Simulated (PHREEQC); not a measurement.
A solution holds 36 mmol/kgw NaOH, 0.037 mmol/kgw NaAlO2 and 0.93 mmol/kgw K2CO3, at 20 °C. Closed to the air; pH follows from the charge balance.

All values are PHREEQC results (ion-association model, phreeqc.dat), not measurements.

Each row changes one thing in this solution. Precipitation was switched off in this run.

| case | pH | SI of Gibbsite (Al(OH)3) |
|---|---|---|
| as made | 12.64 | -2.35 |
| temperature from 20 to 15 °C | 12.82 | (withheld) |
| K2CO3 left out | 12.64 | -2.35 |
| NaAlO2 from 3.7e-05 to 0.000185 mol/kgw | 12.64 | (withheld) |
| NaOH from 0.036 to 0.054 mol/kgw | (withheld) | -2.52 |

Question: Complete the blanks.

Answer: 
- temperature from 20 to 15 °C, SI of Gibbsite (Al(OH)3): -2.27
- NaAlO2 from 3.7e-05 to 0.000185 mol/kgw, SI of Gibbsite (Al(OH)3): -1.65
- NaOH from 0.036 to 0.054 mol/kgw, pH: 12.80
